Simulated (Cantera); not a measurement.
A freely propagating, adiabatic, planar premixed flame of 17.4 % CH3OH, 17.4 % O2, 65.3 % N2, equivalence ratio 1.5, unburnt at 625 K and 1280 Torr; mixture-averaged transport, grid criteria slope 0.08 and curve 0.16, no radiation.

Cantera simulation using GRI-Mech 3.0 (53 species, 325 reactions); the numbers are that mechanism's predictions, not measurements. GRI-Mech 3.0 was tuned for natural gas; its chemistry of methanol as a main component is partial and can be far from experiment. Burning velocities carry a grid error of a few per cent, more on coarse grids.

x: mole fraction of selected species; z is measured from the peak of heat release.

| z (mm) | T (K) | u (m/s) | x CH3OH | x O2 | x C2H | x O | x NO | x C2H2 |
|---|---|---|---|---|---|---|---|---|
| -0.418 | 625 | 1.47 | 0.173 | 0.172 | <1e-8 | <1e-8 | <1e-8 | <1e-8 |
| -0.279 | 629 | 1.49 | 0.171 | 0.171 | <1e-8 | <1e-8 | <1e-8 | <1e-8 |
| -0.209 | 643 | 1.54 | 0.168 | 0.168 | <1e-8 | <1e-8 | <1e-8 | [?] |
| -0.139 | [?] | 1.76 | 0.160 | 0.159 | <1e-8 | <1e-8 | [?] | [?] |
| -0.0696 | 1060 | 2.73 | 0.118 | 0.125 | <1e-8 | 1.14e-7 | 2.47e-7 | 1.26e-6 |
| -0.0348 | 1405 | 3.77 | 0.0652 | 0.0882 | <1e-8 | 9.77e-6 | 7.45e-7 | 2.95e-6 |
| 0 | 1752 | 4.90 | 0.0112 | 0.0510 | <1e-8 | 0.000261 | 1.69e-6 | 5.95e-6 |
| 0.0348 | 1890 | 5.34 | 0.000268 | 0.0280 | 1.25e-8 | 0.00106 | 2.80e-6 | 6.09e-6 |
| 0.0696 | 1936 | 5.46 | 1.97e-6 | 0.0142 | <1e-8 | 0.00144 | 3.85e-6 | 2.48e-6 |
| 0.139 | 1983 | 5.56 | 1.48e-8 | 0.00433 | <1e-8 | 0.00134 | 5.43e-6 | 1.80e-7 |
| 0.279 | 2032 | 5.66 | <1e-8 | 0.00162 | <1e-8 | 0.000955 | 7.30e-6 | <1e-8 |
| 0.557 | 2081 | 5.78 | <1e-8 | 0.000903 | <1e-8 | 0.000571 | 9.25e-6 | <1e-8 |
| 1.11 | 2126 | 5.89 | <1e-8 | 0.000438 | <1e-8 | 0.000273 | 1.10e-5 | <1e-8 |

Problem. Some entries are withheld; supply them.

Solution. 
- -0.209, x C2H2: 2.17e-8
- -0.139, T (K): 719
- -0.139, x NO: 2.54e-8
- -0.139, x C2H2: 1.65e-7
